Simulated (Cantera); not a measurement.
Cantera with NASA thermochemical tables; ideal gases at 1 bar, condensed phases pure. Values are per mole of reaction as written; species without (g) are pure solids or liquids, kept so even where they would boil at 1 bar.

3 HF(g) + BCl₃(g) ⇌ B + 3 F(g) + 3 HCl(g)

```tsv
T (K)	ΔH° (kJ)	ΔS° (J/K)	ΔG° (kJ)	log10 K	condensed phases
823	1188.8	245.2	987.0	-62.64	B(s)
1023	1191.4	248.0	937.7	-47.88	B(s)
1223	1194.2	250.5	887.8	-37.92	B(s)
1423	?	?	?	?	B(s)
1623	?	?	?	?	B(s)
1823	1202.8	256.2	735.7	-21.08	B(s)
2023	1205.7	257.7	684.3	-17.67	B(s)
2223	1208.7	259.1	632.6	-14.87	B(s)
2423	1261.9	281.8	579.1	-12.48	B(l)
```

Problem. What belongs in the gaps?

Solution. 
- 1423, ΔH° (kJ): 1197.0
- 1423, ΔS° (J/K): 252.6
- 1423, ΔG° (kJ): 837.5
- 1423, log10 K: -30.74
- 1623, ΔH° (kJ): 1199.9
- 1623, ΔS° (J/K): 254.5
- 1623, ΔG° (kJ): 786.8
- 1623, log10 K: -25.32
